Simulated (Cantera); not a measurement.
# Ignition delay

Mixture: 5.05 % CH4, 17.1 % O2, 64.2 % N2, 13.6 % H2O, at 0.306 atm, adiabatic and at constant volume. Ignition delay is the time to a rise of 400 K.

Cantera simulation using GRI-Mech 3.0 (53 species, 325 reactions); the numbers are that mechanism's predictions, not measurements.

```json
[
 {"T0 (K)": "1125", "delay (ms)": "381"},
 {"T0 (K)": "1200", "delay (ms)": "120"},
 {"T0 (K)": "1275", "delay (ms)": "41.2"},
 {"T0 (K)": "1350", "delay (ms)": "15.5"},
 {"T0 (K)": "1425", "delay (ms)": "6.39"},
 {"T0 (K)": "1500", "delay (ms)": "2.94"},
 {"T0 (K)": "1575", "delay (ms)": "1.49"},
 {"T0 (K)": "1650", "delay (ms)": "0.825"},
 {"T0 (K)": "1725", "delay (ms)": "0.487"},
 {"T0 (K)": "1800", "delay (ms)": "0.302"}
]
```

```json
{
 "apparent activation energy between 1650 and 1800 K": "170 kJ/mol"
}
```
